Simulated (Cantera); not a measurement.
Feed: 1 mol CH3Cl, 0.068 mol HCl, 0.64 mol H2, held at 100 Torr.

Equilibrium computed with Cantera from the NASA thermochemical tables; the gas is ideal and each condensed phase is pure. Candidate condensed phases: C, C6H6, C7H8, C8H18; 91 gas species. Kinetics and transport are ignored.

Q: At 1252 °C, list the 4 most abundant gas species with their mole fractions, and the condensed phases.

A: H2 0.605, HCl 0.394, CH4 0.000111, H 5.04e-5. Condensed: C(graphite).
